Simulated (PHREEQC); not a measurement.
3.9 g of hydrous ferric oxide (600 m²/g; 0.2 weak and 0.005 strong sites per Fe, Dzombak-Morel constants, diffuse double layer) in 1 kg of water with 0.1 mol/kgw of an inert sodium salt and 0.009 mmol/kgw SrCl2 and 0.047 mmol/kgw CuCl2, at 25 °C; the pH is set by adding NaOH or the inert anion's acid. Oxygen alone is held at its pressure in air (log pO2 = -0.68). CO2 from the air is kept out. No solid was allowed to form.

The numbers come from PHREEQC with the ion-association model, wateq4f.dat.

| pH | Sr sorbed (%) | Cu sorbed (%) | surface charge σ (C/m²) | surface potential ψ (mV) |
|---|---|---|---|---|
| 3 | 0.0 | 0.4 | 0.364 | 152 |
| 3.38 | 0.0 | 2.2 | 0.355 | 151 |
| 3.75 | 0.0 | 10.6 | 0.339 | 148 |
| 4.12 | 0.0 | 36.6 | 0.312 | 144 |
| 4.5 | 0.0 | 73.4 | 0.274 | 138 |
| 4.88 | 0.0 | 92.9 | 0.230 | 129 |
| 5.25 | 0.0 | 98.3 | 0.187 | 119 |
| 5.62 | 0.1 | ? | 0.148 | 107 |
| 6 | 0.3 | 99.9 | 0.112 | 94 |
| 6.38 | 1.1 | 100.0 | 0.083 | 79 |
| 6.75 | 3.6 | 100.0 | 0.059 | 64 |
| 7.12 | 12.0 | 100.0 | 0.039 | 47 |
| 7.5 | 35.1 | 100.0 | 0.023 | 30 |
| 7.88 | 68.8 | 100.0 | 0.009 | 12 |
| 8.25 | 89.8 | 100.0 | ? | ? |
| 8.62 | 97.2 | 100.0 | -0.018 | -24 |
| 9 | 99.3 | 100.0 | -0.034 | -42 |

Q: Some entries are withheld; supply them.

A: 
- 5.62, Cu sorbed (%): 99.6
- 8.25, surface charge σ (C/m²): -0.004
- 8.25, surface potential ψ (mV): -6

The database's constant for dissolved Cu(OH)2 is higher than later reviews accept. The oxide is taken as insoluble; below pH 4 it would dissolve.
